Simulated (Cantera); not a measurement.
Input: 1 mol PbO, 0.99 mol CH4, 0.43 mol N2, equilibrated at 0.608 Torr.

Cantera equilibrium calculation (NASA polynomials, part measured and part estimated; ideal gas, pure solids and liquids). Candidate condensed phases: C, C6H6, C7H8, C8H18, H2O, Pb, PbO, PbO2, Pb3O4; 139 gas species. Rates play no part. All values below are at 1977 °C.

Base state: H2 0.338, Pb 0.210, CO 0.208, H 0.152, N2 0.0903, H2O 0.00174, CO2 0.000196, OH 0.000117 (mole fractions); condensed: gas only.

Question: What changes in the equilibrium state with this change: CH4 from 0.99 to 3.9 mol?

Answer: 
| species | before | after |
|---|---|---|
| H2 | 0.338 | 0.582 |
| H | 0.152 | 0.199 |
| Pb | 0.210 | 0.0880 |
| CO | 0.208 | 0.0880 |
| N2 | 0.0903 | 0.0351 |
| C2H2 (acetylene) | <1e-9 | 0.00195 |
| H2O | 0.00174 | 2.02e-9 |
| HCN | 9.83e-9 | 0.00505 |
| C(graphite), mol | 0 | 2.79 |

Question: What changes in the equilibrium state with this change: PbO replaced by CuO?

Answer: 
| species | before | after |
|---|---|---|
| H2 | 0.338 | 0.338 |
| Cu | 0 | 0.210 |
| CO | 0.208 | 0.208 |
| Pb | 0.210 | 0 |
| PbO | 1.11e-5 | 0 |
| N2 | 0.0903 | 0.0903 |
| H | 0.152 | 0.152 |
| O | 3.62e-5 | 3.64e-5 |
| CO2 | 0.000196 | 0.000197 |
| OH | 0.000117 | 0.000118 |
| H2O | 0.00174 | 0.00175 |
Further candidate phases: Cu, CuO, Cu(OH)2, Cu2O.
